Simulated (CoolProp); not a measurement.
Model: reference Helmholtz-energy equation of state, Lemmon 2006, in CoolProp. It is a short technical equation, of lower accuracy than the large ones.

Q: Give the vapour pressure (MPa), liquid density (kg/m³), enthalpy of vaporisation (kJ/kg), liquid cp (kJ/(kg K)) of saturated carbonyl sulfide at 329.6 K.

A: 
```csv
T (K),p (MPa),liquid density (kg/m³),enthalpy of vaporisation (kJ/kg),liquid cp (kJ/(kg K))
329.6,2.60,887,203,1.60
```
